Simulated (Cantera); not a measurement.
An isothermal, constant-pressure homogeneous reactor starts with H2 : O2 : N2 = 1.2 : 1 : 8.4 (molar parts), at 975 K and 14000 Pa.

Model: the H2/O2 subset of GRI-Mech 3.0, which has no nitrogen chemistry, integrated in Cantera. Radical loss at walls, strong at low pressure, is not modelled. The temperature is held fixed by assumption; the heat of reaction is taken as removed at once.

x: mole fraction; the columns are a selection and need not sum to one.

| t (s) | x H2 | x O2 | x H2O | x H | x H2O2 | x OH |
|---|---|---|---|---|---|---|
| 1.00e-6 | 0.113 | 0.0943 | <1e-12 | <1e-12 | <1e-12 | <1e-12 |
| 3.64e-6 | 0.113 | 0.0943 | <1e-12 | 1.94e-12 | <1e-12 | <1e-12 |
| 1.33e-5 | 0.113 | 0.0943 | <1e-12 | 7.02e-12 | <1e-12 | <1e-12 |
| 4.84e-5 | 0.113 | 0.0943 | 4.71e-12 | 2.73e-11 | <1e-12 | 1.01e-12 |
| 0.000176 | 0.113 | 0.0943 | 1.22e-10 | 1.75e-10 | <1e-12 | 8.08e-12 |
| 0.000643 | 0.113 | 0.0943 | 1.52e-8 | 1.18e-8 | 2.95e-12 | 5.65e-10 |
| 0.00234 | 0.0813 | 0.0811 | 0.0245 | 0.0150 | … | 0.000738 |
| 0.00854 | 0.000866 | 0.0403 | 0.119 | 0.000108 | … | 0.000134 |
| 0.0311 | 0.000119 | 0.0400 | 0.120 | 2.47e-6 | … | 2.82e-5 |
| 0.113 | 1.23e-5 | 0.0400 | 0.120 | 9.32e-8 | … | 1.02e-5 |
| 0.413 | 6.46e-7 | 0.0400 | 0.120 | 2.54e-9 | … | 3.77e-6 |
| 1.51 | 2.81e-8 | 0.0400 | 0.120 | 1.15e-10 | … | 1.54e-6 |
| 5.49 | 4.02e-9 | 0.0400 | 0.120 | 1.15e-11 | … | 7.29e-7 |
| 20.0 | 9.41e-10 | 0.0400 | 0.120 | 1.48e-12 | 3.35e-10 | 3.68e-7 |

### Question
Some entries are withheld; supply them.

### Answer

- 0.00234, x H2O2: 2.47e-7
- 0.00854, x H2O2: 7.72e-7
- 0.0311, x H2O2: 3.66e-7
- 0.113, x H2O2: 1.06e-7
- 0.413, x H2O2: 2.28e-8
- 1.51, x H2O2: 4.89e-9
- 5.49, x H2O2: 1.23e-9
